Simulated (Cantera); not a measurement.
MgO + H₂S + N₂ (roasting and sulfation)

Charge: 1 mol MgO, a varied amount of H₂S, 0.52 mol N₂, at 1252 °C and 12.0 mbar.

Method: chemical equilibrium by Gibbs-energy minimisation in Cantera with the NASA 1993 tables (ideal gas, pure condensed phases). Candidate condensed phases: H₂O, H₂SO₄, Mg, MgO, Mg(OH)₂, MgS, MgSO₄, S; 43 gas species. Mutual solubility and eutectic melting of coexisting phases are not modelled. Rates play no part.

```json
[
 {"n(H₂S) (mol)": "0.051", "x N₂": "0.874", "x H₂": "0.0788", "x S₂": "0.0391", "x H₂S": "0.00551", "x H₂O": "0.000908", "x SH": "0.000992", "n MgO(s)": "0.999", "n MgS(s)": "0.000539"},
 {"n(H₂S) (mol)": "0.065", "x N₂": "0.846", "x H₂": "0.0964", "x S₂": "0.0478", "x H₂S": "0.00745", "x H₂O": "0.00123", "x SH": "0.00121", "n MgO(s)": "0.999", "n MgS(s)": "0.000757"},
 {"n(H₂S) (mol)": "0.084", "x N₂": "0.810", "x H₂": "0.118", "x S₂": "0.0587", "x H₂S": "0.0101", "x H₂O": "0.00167", "x SH": "0.00149", "n MgO(s)": "0.999", "n MgS(s)": "0.00108"},
 {"n(H₂S) (mol)": "0.11", "x N₂": "0.765", "x H₂": "0.145", "x S₂": "0.0719", "x H₂S": "0.0137", "x H₂O": "0.00226", "x SH": "0.00182", "n MgO(s)": "0.998", "n MgS(s)": "0.00155"},
 {"n(H₂S) (mol)": "0.14", "x N₂": "0.720", "x H₂": "0.172", "x S₂": "0.0854", "x H₂S": "0.0177", "x H₂O": "0.00293", "x SH": "0.00216", "n MgO(s)": "0.998", "n MgS(s)": "0.00213"},
 {"n(H₂S) (mol)": "0.18", "x N₂": "0.667", "x H₂": "0.203", "x S₂": "0.101", "x H₂S": "0.0228", "x H₂O": "0.00375", "x SH": "0.00255", "n MgO(s)": "0.997", "n MgS(s)": "0.00295"},
 {"n(H₂S) (mol)": "0.23", "x N₂": "0.611", "x H₂": "0.236", "x S₂": "0.117", "x H₂S": "0.0285", "x H₂O": "0.00469", "x SH": "0.00296", "n MgO(s)": "0.996", "n MgS(s)": "0.00402"},
 {"n(H₂S) (mol)": "0.29", "x N₂": "0.555", "x H₂": "0.268", "x S₂": "0.133", "x H₂S": "0.0345", "x H₂O": "0.00569", "x SH": "0.00337", "n MgO(s)": "0.995", "n MgS(s)": "0.00537"},
 {"n(H₂S) (mol)": "0.37", "x N₂": "0.495", "x H₂": "0.302", "x S₂": "0.150", "x H₂S": "0.0414", "x H₂O": "0.00682", "x SH": "0.00380", "n MgO(s)": "0.993", "n MgS(s)": "0.00721"},
 {"n(H₂S) (mol)": "0.48", "x N₂": "0.431", "x H₂": "0.339", "x S₂": "0.168", "x H₂S": "0.0491", "x H₂O": "0.00809", "x SH": "0.00426", "n MgO(s)": "0.990", "n MgS(s)": "0.00983"},
 {"n(H₂S) (mol)": "0.62", "x N₂": "0.370", "x H₂": "0.373", "x S₂": "0.185", "x H₂S": "0.0567", "x H₂O": "0.00936", "x SH": "0.00470", "n MgO(s)": "0.987", "n MgS(s)": "0.0132"},
 {"n(H₂S) (mol)": "0.79", "x N₂": "0.316", "x H₂": "0.404", "x S₂": "0.200", "x H₂S": "0.0638", "x H₂O": "0.0105", "x SH": "0.00508", "n MgO(s)": "0.983", "n MgS(s)": "0.0174"}
]
```
x: gas mole fraction; n: condensed amount in mol.

From 0.051 mol H₂S to 0.79 mol H₂S the condensed part is MgO(s) + MgS(s). The main Mg-bearing gas is Mg throughout.
